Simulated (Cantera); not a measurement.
Input (Python, Cantera) and output of one run.

```python
import numpy as np
import cantera as ct

gas_names = [...]  # 110 gases of nasa_gas.yaml made of C, H, O
cond_names = """
    C(gr) C6H6(L) C7H8(L) C8H18(L),n-octa H2O(s) H2O(L)
""".split()


# ... load() reads the species with a 1 bar reference pressure and builds the phases ...
atoms = {
    'CO': {'C': 1, 'O': 1},
    'H2O': {'H': 2, 'O': 1},
}
top_T = {'C(gr)': 4500}  # K; cautious upper limits of use, not melting points


# ... equilibrate(T, P, feed) seeds the gas with the atoms and calls Mixture.equilibrate('TP', solver="vcs", rtol=1e-11, max_steps=5000) ...
results = []
T = 998  # K
P = 380  # Pa
for m in [0.099, 0.14, 0.21, 0.3, 0.43, 0.62, 0.9, 1.3, 1.9, 2.7]:
    feed = {'CO': 1, 'H2O': m}  # mol
    mix = equilibrate(T, P, feed)
    results.append((T, P, feed, dict(zip(mix.species_names, mix.species_moles))))
    x = sorted(zip(gas.X, gas.species_names), reverse=True)
    print(f"T = {T:g} K  P = {P:g} Pa  n(H2O) = {m:g} mol  gas = {mix.phase_moles(0):.4g} mol")
    print("   x: " + "  ".join(f"{s} {v:.3e}" for v, s in x if v > 1e-05))
    print("   condensed (mol): " + ("  ".join(f"{mix.phase(i).name} {mix.phase_moles(i):.4g}"
          for i in range(1, mix.n_phases) if mix.phase_moles(i) > 1e-12) or "none"))
```

Output:

```
T = 998 K  P = 380 Pa  n(H2O) = 0.099 mol  gas = 1.099 mol
   x: CO 8.258e-01  CO2 8.416e-02  H2 8.416e-02  H2O 5.925e-03
   condensed (mol): none
T = 998 K  P = 380 Pa  n(H2O) = 0.14 mol  gas = 1.14 mol
   x: CO 7.656e-01  CO2 1.116e-01  H2 1.116e-01  H2O 1.123e-02
   condensed (mol): none
T = 998 K  P = 380 Pa  n(H2O) = 0.21 mol  gas = 1.21 mol
   x: CO 6.760e-01  CO2 1.504e-01  H2 1.504e-01  H2O 2.313e-02
   condensed (mol): none
T = 998 K  P = 380 Pa  n(H2O) = 0.3 mol  gas = 1.3 mol
   x: CO 5.807e-01  CO2 1.885e-01  H2 1.885e-01  H2O 4.227e-02
   condensed (mol): none
T = 998 K  P = 380 Pa  n(H2O) = 0.43 mol  gas = 1.43 mol
   x: CO 4.732e-01  CO2 2.261e-01  H2 2.261e-01  H2O 7.462e-02
   condensed (mol): none
T = 998 K  P = 380 Pa  n(H2O) = 0.62 mol  gas = 1.62 mol
   x: CO 3.607e-01  CO2 2.566e-01  H2 2.566e-01  H2O 1.261e-01
   condensed (mol): none
T = 998 K  P = 380 Pa  n(H2O) = 0.9 mol  gas = 1.9 mol
   x: CO2 2.722e-01  H2 2.722e-01  CO 2.541e-01  H2O 2.015e-01
   condensed (mol): none
T = 998 K  P = 380 Pa  n(H2O) = 1.3 mol  gas = 2.3 mol
   x: H2O 2.973e-01  CO2 2.679e-01  H2 2.679e-01  CO 1.668e-01
   condensed (mol): none
T = 998 K  P = 380 Pa  n(H2O) = 1.9 mol  gas = 2.9 mol
   x: H2O 4.108e-01  CO2 2.444e-01  H2 2.444e-01  CO 1.004e-01
   condensed (mol): none
T = 998 K  P = 380 Pa  n(H2O) = 2.7 mol  gas = 3.7 mol
   x: H2O 5.187e-01  CO2 2.110e-01  H2 2.110e-01  CO 5.929e-02
   condensed (mol): none
```

Method: chemical equilibrium by Gibbs-energy minimisation in Cantera with the NASA 1993 tables (ideal gas, pure condensed phases).
